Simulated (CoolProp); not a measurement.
Vapour-liquid equilibrium of R125 (1) + R236EA (2) at 22.35 °C; x and y are mole fractions of (1).

Values from CoolProp's multi-fluid Helmholtz-energy mixture model, Lemmon 2005 and Rui 2013; pair parameters Bell 2016.

Problem. Give the bubble pressure and the first vapour's composition at x = 0.125, 0.35, 0.8. Is there an azeotrope?

Solution. x = 0.125: 3.174 bar, y = 0.456; x = 0.35: 5.484 bar, y = 0.742; x = 0.8: 10.34 bar, y = 0.945. No azeotrope shows between x = 0.05 and 0.95.

The pair parameters rest on a limited set of measurements; away from them the model extrapolates.
